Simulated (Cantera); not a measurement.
What does this Cantera script print?

```python
import numpy as np
import cantera as ct

gas_names = """
    CL CL2 H HCL H2 N NH NH2 NH3 N2 N2H2 N2H4 Si SiCL SiCL2 SiCL3 SiCL4 SiH SiHCL3 SiH2 SiH2CL2 SiH3
    SiH3CL SiH4 SiN Si2 Si2N Si3
""".split()
cond_names = """
    NH4CL(a) NH4CL(b) Si(cr) Si(L) Si3N4(a)
""".split()


# ... load() reads the species with a 1 bar reference pressure and builds the phases ...
atoms = {
    'SiHCl3': {'Si': 1, 'H': 1, 'CL': 3},
    'NH3': {'N': 1, 'H': 3},
    'N2': {'N': 2},
}
top_T = {'Si3N4(a)': 2400}  # K; cautious upper limits of use, not melting points


# ... equilibrate(T, P, feed) seeds the gas with the atoms and calls Mixture.equilibrate('TP', solver="vcs", rtol=1e-11, max_steps=5000) ...
results = []
feed = {'SiHCl3': 1, 'NH3': 4.5, 'N2': 6.2}  # mol
P = 133.322  # Pa
for T in [800, 850, 900, 950, 1000, 1050, 1100, 1150, 1200, 1250, 1300, 1350, 1400]:
    mix = equilibrate(T, P, feed)
    results.append((T, P, feed, dict(zip(mix.species_names, mix.species_moles))))

top = {s: max(r[3][s] / sum(r[3][g] for g in gas_names) for r in results) for s in gas_names}
cols = sorted((s for s in top if top[s] > 0.001), key=lambda s: -top[s])[:7]
seen = [c for c in cond_names if any(r[3].get(c, 0) > 1e-12 for r in results)]
print("log10 of partial pressures in bar; condensed amounts in mol")
print(f"{'T/K':>10s}" + "".join(f"{s[:9]:>10s}" for s in cols + seen))
for T, P, feed, n in results:
    ng = sum(n[g] for g in gas_names)
    print(f"{T:10.4g}" + "".join(f"{np.log10(max(n[s] / ng * P / 1e5, 1e-99)):10.3f}" for s in cols)
          + "".join(f"{n.get(c, 0):10.4g}" for c in seen))
```

It prints:

```
log10 of partial pressures in bar; condensed amounts in mol
       T/K        N2        H2       HCL     SiCL2     SiCL4  Si3N4(a)
       800    -3.201    -3.331    -3.628   -12.225    -5.789    0.3266
       850    -3.202    -3.331    -3.625   -11.196    -5.911    0.3282
       900    -3.202    -3.332    -3.623   -10.283    -6.020    0.3294
       950    -3.202    -3.332    -3.622    -9.468    -6.118    0.3301
      1000    -3.202    -3.333    -3.621    -8.735    -6.206    0.3307
      1050    -3.202    -3.333    -3.620    -8.074    -6.285     0.331
      1100    -3.202    -3.333    -3.620    -7.475    -6.357    0.3312
      1150    -3.202    -3.333    -3.620    -6.929    -6.424     0.331
      1200    -3.202    -3.333    -3.621    -6.431    -6.489    0.3299
      1250    -3.202    -3.332    -3.624    -5.979    -6.557    0.3269
      1300    -3.201    -3.331    -3.630    -5.571    -6.637    0.3199
      1350    -3.201    -3.328    -3.645    -5.213    -6.747    0.3052
      1400    -3.199    -3.324    -3.671    -4.909    -6.906     0.279
```

These are equilibrium values from Cantera (NASA tables, ideal gas, pure condensed phases), not measurements of a reactor. The tables' values for SiCl3 are old estimates; treat these amounts as uncertain.
